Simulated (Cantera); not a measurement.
Input (Python, Cantera) and output of one run.

```python
import numpy as np
import cantera as ct

gas_names = """
    C CO CO2 C2 C2O C3 C3O2 C4 C5 Cu CuO Cu2 O O2 O3
""".split()
cond_names = """
    C(gr) Cu(cr) Cu(L) CuO(s) Cu2O(s) Cu2O(L)
""".split()


# ... load() reads the species with a 1 bar reference pressure and builds the phases ...
atoms = {
    'Cu2O': {'Cu': 2, 'O': 1},
    'CO': {'C': 1, 'O': 1},
}
top_T = {'C(gr)': 4500, 'CuO(s)': 1390}  # K; cautious upper limits of use, not melting points


# ... equilibrate(T, P, feed) seeds the gas with the atoms and calls Mixture.equilibrate('TP', solver="vcs", rtol=1e-11, max_steps=5000) ...
results = []
feed = {'Cu2O': 1, 'CO': 4}  # mol
P = 100000  # Pa
for T in [1250, 1275, 1300, 1325, 1350, 1375, 1400, 1425, 1450, 1475]:
    mix = equilibrate(T, P, feed)
    results.append((T, P, feed, dict(zip(mix.species_names, mix.species_moles))))

top = {s: max(r[3][s] / sum(r[3][g] for g in gas_names) for r in results) for s in gas_names}
cols = sorted((s for s in top if top[s] > 1e-06), key=lambda s: -top[s])[:7]
seen = [c for c in cond_names if any(r[3].get(c, 0) > 1e-12 for r in results)]
print("log10 of partial pressures in bar; condensed amounts in mol")
print(f"{'T/K':>10s}" + "".join(f"{s[:9]:>10s}" for s in cols + seen))
for T, P, feed, n in results:
    ng = sum(n[g] for g in gas_names)
    print(f"{T:10.4g}" + "".join(f"{np.log10(max(n[s] / ng * P / 1e5, 1e-99)):10.3f}" for s in cols)
          + "".join(f"{n.get(c, 0):10.4g}" for c in seen))
```

It prints:

```
log10 of partial pressures in bar; condensed amounts in mol
       T/K        CO       CO2        Cu    Cu(cr)     Cu(L)
      1250    -0.125    -0.602    -7.334         2         0
      1275    -0.125    -0.602    -7.063         2         0
      1300    -0.125    -0.602    -6.802         2         0
      1325    -0.125    -0.602    -6.552         2         0
      1350    -0.125    -0.602    -6.310         2         0
      1375    -0.125    -0.602    -6.085         0         2
      1400    -0.125    -0.602    -5.870         0         2
      1425    -0.125    -0.602    -5.663         0         2
      1450    -0.125    -0.602    -5.464         0         2
      1475    -0.125    -0.602    -5.271         0         2
```

Cantera equilibrium calculation (NASA polynomials, part measured and part estimated; ideal gas, pure solids and liquids).
